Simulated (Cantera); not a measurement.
Input (Python, Cantera) and output of one run.

```python
import numpy as np
import cantera as ct

gas_names = [...]  # 110 gases of nasa_gas.yaml made of C, H, O
cond_names = """
    C(gr) C6H6(L) C7H8(L) C8H18(L),n-octa H2O(s) H2O(L)
""".split()


# ... load() reads the species with a 1 bar reference pressure and builds the phases ...
atoms = {
    'CH3OH': {'C': 1, 'H': 4, 'O': 1},
    'CO2': {'C': 1, 'O': 2},
}
top_T = {'C(gr)': 4500}  # K; cautious upper limits of use, not melting points


# ... equilibrate(T, P, feed) seeds the gas with the atoms and calls Mixture.equilibrate('TP', solver="vcs", rtol=1e-11, max_steps=5000) ...
results = []
feed = {'CH3OH': 1, 'CO2': 0.1}  # mol
T = 2075  # K
P = 89  # Pa
mix = equilibrate(T, P, feed)
results.append((T, P, feed, dict(zip(mix.species_names, mix.species_moles))))
print(gas.report(threshold=1e-06))
for i in range(1, mix.n_phases):
    print(f"{mix.phase(i).name:16s} {mix.phase_moles(i):12.5e} mol")
```

Result:

```
       temperature   2075 K
          pressure   89 Pa
           density   5.8601e-05 kg/m^3
  mean mol. weight   11.36 kg/kmol
   phase of matter   gas

                          1 kg             1 kmol
                     ---------------   ---------------
          enthalpy        2.2433e+06        2.5483e+07  J
   internal energy        7.2457e+05        8.2309e+06  J
           entropy             24690        2.8047e+05  J/K
    Gibbs function       -4.8988e+07       -5.5648e+08  J
 heat capacity c_p              3061             34772  J/K
 heat capacity c_v            2329.1             26457  J/K

                      mass frac. Y      mole frac. X     chem. pot. / RT
                     ---------------   ---------------   ---------------
                CO           0.83707           0.33948            -42.34
               CO2          0.013184         0.0034032           -67.415
                 H         0.0059415          0.066957           -13.599
                H2          0.099808           0.56239           -27.198
               H2O          0.043394          0.027363           -52.273
                 O        4.4719e-05        3.1751e-05           -25.075
                OH        0.00055665        0.00037181           -38.674
     [ +103 minor]        1.8764e-06         6.667e-07

C(gr)             0.00000e+00 mol
```

Method: chemical equilibrium by Gibbs-energy minimisation in Cantera with the NASA 1993 tables (ideal gas, pure condensed phases).
